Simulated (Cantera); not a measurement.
Input: 1 mol C3H8, 0.03 mol O2, 7.4 mol H2, 4.1 mol H2O, equilibrated at 0.100 bar.

Equilibrium computed with Cantera from the NASA thermochemical tables; the gas is ideal and each condensed phase is pure. Candidate condensed phases: C, C6H6, C7H8, C8H18, H2O; 110 gas species. Kinetics and transport are ignored.

Problem. Which condensed phases are stable at each of these points (T (°C)): 352, 502, 652, 802, 952, 1102, 1252, 1402, 1552, 1702, 1852, 2002, 2152, 2302?

Solution. 
```
T (°C)  condensed phases  C condensed (%)
------  ----------------  ---------------
352             gas only              0.0
502          C(graphite)              5.6
652             gas only              0.0
802             gas only              0.0
952             gas only              0.0
1102            gas only              0.0
1252            gas only              0.0
1402            gas only              0.0
1552            gas only              0.0
1702            gas only              0.0
1852            gas only              0.0
2002            gas only              0.0
2152            gas only              0.0
2302            gas only              0.0
```

At 352 °C nothing is condensed. At 502 °C the condensed part is C(graphite). From 652 °C to 2302 °C nothing is condensed.
